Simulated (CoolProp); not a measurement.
Saturation properties of R227EA (Tc = 374.9 K, pc = 2925 kPa, ω = 0.358).

Computed with CoolProp (reference Helmholtz-energy equation of state, Lemmon 2016).

| T (K) | p (kPa) | liquid density (kg/m³) | vapour density (kg/m³) | surface tension (mN/m) |
|---|---|---|---|---|
| 246.1 | 62.27 | 1581 | 5.362 | 13.4 |
| 252.4 | 83.42 | 1559 | 7.062 | 12.6 |
| 258.8 | 110.3 | 1537 | 9.199 | 11.8 |
| 265.2 | 143.6 | 1515 | 11.82 | 11.0 |
| 271.5 | 183.6 | 1492 | 14.94 | 10.2 |
| 277.9 | 232.5 | 1468 | 18.74 | 9.42 |
| 284.3 | 290.8 | 1444 | 23.29 | 8.65 |
| 290.6 | 358.5 | 1419 | 28.59 | 7.91 |
| 297 | 438.9 | 1393 | 34.95 | 7.17 |
| 303.4 | 532.3 | 1365 | 42.43 | 6.44 |
| 309.7 | 638.2 | 1337 | 51.09 | 5.74 |
| 316.1 | 761.2 | 1307 | 61.43 | 5.05 |

It boils at 256.8 K under 1 atm.

Surface tension comes from a separate correlation (Mulero 2012).
